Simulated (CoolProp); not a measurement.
Octamethylcyclotetrasiloxane (D4) along the isotherm 620 K: fugacity coefficient from the reference equation and from simpler models built on Tc = 586.5 K, pc = 1347 kPa, ω = 0.598; each cubic takes its own stable root.

Model: reference Helmholtz-energy equation of state, Thol 2015, in CoolProp.

| p (kPa) | phase | reference |
|---|---|---|
| 42.6 | gas | 0.9910 |
| 80.8 | gas | 0.9830 |
| 153 | gas | 0.9680 |
| 290 | gas | 0.9396 |
| 550 | gas | 0.8867 |
| 1040 | gas | 0.7897 |
| 1980 | supercritical | 0.6106 |
| 3750 | supercritical | 0.4101 |
| 7110 | supercritical | 0.3079 |
| 13500 | supercritical | 0.2942 |

**Question.** How far does each simpler model (van der Waals, Redlich-Kwong, Peng-Robinson) lie from the reference over these 10 states: mean and median of the absolute difference, and the worst?

**Answer.** 
- van der Waals: mean 6.5 %, median 0.9 %, worst +40.2 % at 620 K and 13500 kPa
- Redlich-Kwong: mean 0.9 %, median 0.4 %, worst -2.8 % at 620 K and 1980 kPa
- Peng-Robinson: mean 0.8 %, median 0.5 %, worst -2.5 % at 620 K and 13500 kPa
